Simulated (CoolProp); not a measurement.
A single-stage vapour-compression cycle with R152A: evaporating at 236.15 K (dew point), condensing at 306.15 K (bubble point), superheat 2 K, subcooling 8 K, compressor efficiency 0.75, no pressure losses. Each further row changes one setting.

Computed with CoolProp (reference Helmholtz-energy equation of state, Outcalt 1996). It is a modified Benedict-Webb-Rubin equation, recast in Helmholtz form.

```tsv
case	cooling COP	pressure ratio	discharge temperature (K)	refrigerating effect (kJ/kg)	volumetric capacity (kJ/m³)
as stated	2.01	13.7	363.4	238	450
evaporating temperature 241.15 K	2.26	10.7	357.5	242	574
condensing temperature 301.15 K	2.22	11.8	356.2	247	466
subcooling 13 K	2.08	13.7	363.4	247	466
superheat 12 K	2.00	13.7	374.8	248	446
compressor efficiency 0.65	1.74	13.7	377.6	238	450
```
